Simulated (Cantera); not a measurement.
A diamond (100) surface in a fixed gas of H2 with x(CH4) = 0.0029, x(H) = 0.0084, at 1023 K, 29.3 Torr; coverages are run to steady state.

Cantera simulation using the Harris–Goodwin 1993 mechanism for the reconstructed diamond (100) surface; the numbers are that mechanism's predictions, not measurements.

θ: site fractions in the mechanism's names (c6HH fully hydrogenated, c6H* and c6*H radical sites, c6** diradical, c6HM methylated).

```tsv
x(CH3)	growth (µm/h)	θ c6HH	θ c6H*	θ c6*H	θ c6**	θ c6HM
1e-06	…	0.576	0.0205	0.392	0.0114	5.63e-5
2.2e-06	…	0.576	0.0205	0.392	0.0114	0.000124
4.8e-06	…	0.576	0.0204	0.392	0.0114	0.000270
1e-05	…	0.576	0.0204	0.391	0.0114	0.000563
2.3e-05	…	0.575	0.0204	0.391	0.0114	0.00129
5e-05	…	0.574	0.0204	0.390	0.0114	0.00280
0.00011	…	0.571	0.0203	0.388	0.0113	0.00613
0.00024	…	0.566	0.0201	0.384	0.0111	0.0132
0.00052	…	0.554	0.0196	0.376	0.0108	0.0280
```

Task: Fill in the missing entries.

Result: 
- 1e-06, growth (µm/h): 0.0218
- 2.2e-06, growth (µm/h): 0.0480
- 4.8e-06, growth (µm/h): 0.105
- 1e-05, growth (µm/h): 0.218
- 2.3e-05, growth (µm/h): 0.501
- 5e-05, growth (µm/h): 1.09
- 0.00011, growth (µm/h): 2.38
- 0.00024, growth (µm/h): 5.13
- 0.00052, growth (µm/h): 10.8
